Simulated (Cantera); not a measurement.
An isothermal, constant-pressure homogeneous reactor starts with 14.5 % NO, 85.5 % N₂, at 1775 K and 0.217 atm.

Computed with Cantera and GRI-Mech 3.0 (53 species, 325 reactions).

**Question.** Predict: x(NO) at 20.0 s; x(NO₂) at 20.0 s; x(N₂) at 20.0 s; x(O) at 20.0 s; x(N₂O) at 20.0 s.

**Answer.** 
| Item | Value |
|---|---|
| x(NO) at 20.0 s | 0.109 (gas-phase equilibrium 0.00242) |
| x(NO₂) at 20.0 s | 4.02e-5 (gas-phase equilibrium 1.74e-6) |
| x(N₂) at 20.0 s | 0.873 (gas-phase equilibrium 0.926) |
| x(O) at 20.0 s | 2.87e-5 (gas-phase equilibrium 5.48e-5) |
| x(N₂O) at 20.0 s | 4.66e-6 (gas-phase equilibrium 7.09e-8) |
